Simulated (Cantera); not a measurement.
A closed system holds: 1 mol SiCl4, 0.4 mol C2H4, 19 mol H2, 2 mol HCl, held at 998.15 K and 0.0700 bar.

Cantera equilibrium calculation (NASA polynomials, part measured and part estimated; ideal gas, pure solids and liquids). The tables' values for SiCl3 are old estimates; treat these amounts as uncertain. The numbers say what is thermodynamically allowed, not how fast it happens.

```
species            before     after
----------------  -------  --------
H2                  0.841     0.744
HCl                 0.117     0.218
H                 7.49e-9    0.0181
SiCl4              0.0350   7.70e-7
SiCl2             1.05e-5    0.0132
Cl                  <1e-9   0.00387
C2H2 (acetylene)    <1e-9   0.00188
Si                  <1e-9  0.000551
SiCl                <1e-9  0.000460
SiH                 <1e-9   5.59e-5
SiC2                <1e-9   5.26e-5
C(graphite), mol    0.534    0.0545
SiC(s), mol         0.156     0.651
```
Gas species are given as mole fractions.

**Question.** What was changed between the two runs?
A) temperature from 998.15 K to 2198 K
B) SiCl4 replaced by Si(CH3)4
C) temperature from 998.15 K to 2273.15 K
D) HCl from 2 to 0.041 mol

**Answer.** A, temperature from 998.15 K to 2198 K. The tables' values for SiCl, SiCl3 are old estimates; treat these amounts as uncertain. Gases not in the tables: Si2H6 and higher silanes
